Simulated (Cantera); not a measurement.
Thermodynamics of metals in furnace atmospheres, feed Pb + H2S + H2

Charge: 1 mol Pb, a varied amount of H2S, 7.2 mol H2, held at 27.0 Pa.

Equilibrium computed with Cantera from the NASA thermochemical tables; the gas is ideal and each condensed phase is pure. Candidate condensed phases: Pb, PbS, S; 10 gas species. Rates play no part.

Stable condensed phases:

```
T in °C \ n(H2S) in mol
         0.0054  0.014  0.035  0.089   0.23   0.57    1.5    3.7
    650       A      A      A      A      A      B      C      C
    625       A      A      A      A      B      B      C      C
    600       A      A      A      B      B      B      C      C
    575       A      A      A      B      B      B      C      C
    550       A      A      B      B      B      B      C      C
    525       A      A      B      B      B      B      C      C
    500       A      B      B      B      B      B      C      C
    475       A      B      B      B      B      B      C      C
    450       B      B      B      B      B      B      C      C
```

A: Pb; B: Pb + PbS; C: PbS.
